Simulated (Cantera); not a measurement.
What does this Cantera script print?

```python
import numpy as np
import cantera as ct

gas_names = [...]  # 45 gases of nasa_gas.yaml made of Al, Cl, H, N, O
cond_names = """
    AL(cr) AL(L) ALCL3(s) ALCL3(L) ALN(s) AL2O3(a) AL2O3(L) H2O(s) H2O(L) NH4CL(a) NH4CL(b)
""".split()


# ... load() reads the species with a 1 bar reference pressure and builds the phases ...
atoms = {
    'AlCl3': {'AL': 1, 'CL': 3},
    'H2O': {'H': 2, 'O': 1},
    'N2': {'N': 2},
    'Cl2': {'CL': 2},
}
top_T = {'ALN(s)': 2750}  # K; cautious upper limits of use, not melting points


# ... equilibrate(T, P, feed) seeds the gas with the atoms and calls Mixture.equilibrate('TP', solver="vcs", rtol=1e-11, max_steps=5000) ...
results = []
feed = {'AlCl3': 1, 'H2O': 44, 'N2': 120, 'Cl2': 0.0061}  # mol
P = 100  # Pa
for T in [750, 850, 950, 1050, 1150, 1250, 1350, 1450, 1550, 1650, 1750, 1850, 1950, 2050]:
    mix = equilibrate(T, P, feed)
    results.append((T, P, feed, dict(zip(mix.species_names, mix.species_moles))))

top = {s: max(r[3][s] / sum(r[3][g] for g in gas_names) for r in results) for s in gas_names}
cols = sorted((s for s in top if top[s] > 0.001), key=lambda s: -top[s])[:8]
seen = [c for c in cond_names if any(r[3].get(c, 0) > 1e-12 for r in results)]
print("log10 of partial pressures in bar; condensed amounts in mol")
print(f"{'T/K':>10s}" + "".join(f"{s[:9]:>10s}" for s in cols + seen))
for T, P, feed, n in results:
    ng = sum(n[g] for g in gas_names)
    print(f"{T:10.4g}" + "".join(f"{np.log10(max(n[s] / ng * P / 1e5, 1e-99)):10.3f}" for s in cols)
          + "".join(f"{n.get(c, 0):10.4g}" for c in seen))
```

It prints:

```
log10 of partial pressures in bar; condensed amounts in mol
       T/K        N2       H2O        H2       HCL         H        O2        OH        CL  AL2O3(a)
       750    -3.140    -3.590   -14.077    -4.740   -19.538    -7.742   -12.826   -10.170       0.5
       850    -3.140    -3.590   -12.059    -4.740   -16.718    -7.740   -11.497    -9.397       0.5
       950    -3.140    -3.590   -10.457    -4.740   -14.483    -7.747   -10.449    -8.788       0.5
      1050    -3.140    -3.590    -9.150    -4.740   -12.666    -7.764    -9.602    -8.296       0.5
      1150    -3.140    -3.591    -8.088    -4.740   -11.171    -7.738    -8.892    -7.878       0.5
      1250    -3.140    -3.591    -7.304    -4.741    -9.968    -7.498    -8.241    -7.473       0.5
      1350    -3.140    -3.591    -6.732    -4.742    -8.989    -7.099    -7.637    -7.078       0.5
      1450    -3.140    -3.591    -6.272    -4.745    -8.160    -6.687    -7.100    -6.722       0.5
      1550    -3.140    -3.593    -5.880    -4.750    -7.442    -6.309    -6.628    -6.409       0.5
      1650    -3.141    -3.596    -5.541    -4.759    -6.812    -5.972    -6.213    -6.136       0.5
      1750    -3.141    -3.603    -5.243    -4.773    -6.255    -5.673    -5.847    -5.898       0.5
      1850    -3.143    -3.615    -4.982    -4.795    -5.760    -5.409    -5.524    -5.692    0.4999
      1950    -3.147    -3.635    -4.755    -4.828    -5.318    -5.177    -5.240    -5.516    0.4997
      2050    -3.152    -3.671    -4.563    -4.873    -4.925    -4.976    -4.995    -5.367    0.4989
```

Equilibrium computed with Cantera from the NASA thermochemical tables; the gas is ideal and each condensed phase is pure. Condensed phases not in the tables: AlOCl.
